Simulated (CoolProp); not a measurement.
Saturation properties of R152A.

Model: reference Helmholtz-energy equation of state, Outcalt 1996, in CoolProp. It is a modified Benedict-Webb-Rubin equation, recast in Helmholtz form.

```csv
T (°C),p (MPa),vapour density (kg/m³),enthalpy of vaporisation (kJ/kg),liquid viscosity (µPa s)
-94.25,0.001027,[?],386.3,990
-73.55,0.005908,0.2365,370.3,[?]
-52.85,[?],0.8514,354.1,[?]
-32.15,0.06972,2.377,337.0,327
-11.45,0.1715,5.544,318.4,250
9.25,[?],11.37,297.4,194
29.95,0.6888,21.33,273.2,152
50.65,1.197,[?],[?],119
```

**Question.** Complete the blanks.

**Answer.** 
- -94.25, vapour density (kg/m³): 0.04570
- -73.55, liquid viscosity (µPa s): 632
- -52.85, p (MPa): 0.02324
- -52.85, liquid viscosity (µPa s): 443
- 9.25, p (MPa): 0.3636
- 50.65, vapour density (kg/m³): 37.70
- 50.65, enthalpy of vaporisation (kJ/kg): 244.4

It boils at -24.0 °C under 1 atm.

Viscosity comes from a separate model (Bell 2016), an estimate that may be off by 10 % or more.
